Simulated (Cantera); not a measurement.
An isothermal, constant-pressure homogeneous reactor starts with 27.8 % NH₃, 72.2 % N₂, at 2350 K and 0.938 atm.

Cantera simulation using the gas-phase N/H chemistry of the illustrative SiF4/NH3 mechanism in the Surface Chemkin manual (1991); the numbers are that mechanism's predictions, not measurements. Walls and surfaces, which speed up NH3 decomposition in real reactors, are not modelled.

One state of this run: x NH₃ = 1.75e-6; x H₂ = 0.321; x H = 0.00730; x N₂H₂ = 4.02e-12; x N₂ = 0.671. x: mole fraction; the columns are a selection and need not sum to one.

Problem. Which value of t (s) does it belong to?
A) 200
B) 0.0778
C) 0.00337
D) 0.0162

Solution. A, 200
